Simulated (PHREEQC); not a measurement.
A solution holds 16 mmol/kgw NH3, 0.034 mmol/kgw K2SiO3 and 12 mmol/kgw Na2CO3, at 20 °C. Closed to the air; pH follows from the charge balance.

The numbers come from PHREEQC with the ion-association model, wateq4f.dat.

Task: The ionic strength comes out as 0.0322 mol/kgw. What activity coefficients do CO3-2, HCO3-, K+, OH-, NaCO3- get?

Result: CO3-2 0.53, HCO3- 0.85, K+ 0.84, OH- 0.84, NaCO3- 0.85.

Precipitation was switched off in this run. Complexes and solids missing from the database can't appear. Carbamate, which ammonia and carbonate form, is missing from the database.
